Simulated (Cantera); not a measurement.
A perfectly stirred reactor is fed with 18.9 % CH4, 58.5 % CO2, 22.6 % H2, at 2180 Torr; it is held at 1525 K, and followed from long to short residence time.

Cantera simulation using GRI-Mech 3.0 (53 species, 325 reactions); the numbers are that mechanism's predictions, not measurements.

Problem. Predict: x(CH4) at τ = 1.50 s; x(CO2) at τ = 1.50 s; x(H2) at τ = 1.50 s; x(OH) at τ = 1.50 s; x(CO) at τ = 1.50 s; x(CH4) at τ = 69.0 ms; x(CO2) at τ = 69.0 ms; x(H2) at τ = 69.0 ms; x(OH) at τ = 69.0 ms; x(CO) at τ = 69.0 ms.

Solution. 
```json
{
 "x(CH4) at τ = 1.50 s": "0.0518",
 "x(CO2) at τ = 1.50 s": "0.237",
 "x(H2) at τ = 1.50 s": "0.143",
 "x(OH) at τ = 1.50 s": "2.40e-7",
 "x(CO) at τ = 1.50 s": "0.300",
 "x(CH4) at τ = 69.0 ms": "0.153",
 "x(CO2) at τ = 69.0 ms": "0.478",
 "x(H2) at τ = 69.0 ms": "0.173",
 "x(OH) at τ = 69.0 ms": "1.04e-7",
 "x(CO) at τ = 69.0 ms": "0.0911"
}
```
